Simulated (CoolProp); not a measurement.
Oxygen at 726.51 K and 10.6 MPa is throttled through a valve to 6.47 MPa with no heat exchange. Each further row changes one setting.

Computed with CoolProp (reference Helmholtz-energy equation of state, Schmidt 1985).

```json
[
 {"case": "as stated", "temperature change (K)": "+0.0", "final phase": "supercritical", "final density (kg/m³)": "33.7"},
 {"case": "outlet pressure 1.94 MPa", "temperature change (K)": "-0.1", "final phase": "gas", "final density (kg/m³)": "10.2"},
 {"case": "outlet pressure 8.41 MPa", "temperature change (K)": "+0.0", "final phase": "supercritical", "final density (kg/m³)": "43.5"}
]
```

Above 300 K oxygen's equation is extrapolated.
